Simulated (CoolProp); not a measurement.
A single-stage vapour-compression cycle with R404A: evaporating at 227.15 K (dew point), condensing at 248.15 K (bubble point), superheat 2 K, subcooling 0 K, compressor efficiency 0.65, no pressure losses. Each further row changes one setting.

Computed with CoolProp (reference Helmholtz-energy equation of state, Lemmon 2003). It is a pseudo-pure fit of the blend.

```tsv
case	cooling COP	pressure ratio	discharge temperature (K)	refrigerating effect (kJ/kg)	volumetric capacity (kJ/m³)
as stated	6.19	2.57	268.4	175	927
evaporating temperature 232.15 K	8.40	2.03	263.8	178	1180
condensing temperature 243.15 K	8.22	2.10	260.0	182	962
subcooling 5 K	6.42	2.57	268.4	182	962
superheat 12 K	6.16	2.57	279.0	183	922
compressor efficiency 0.55	5.24	2.57	274.2	175	927
```
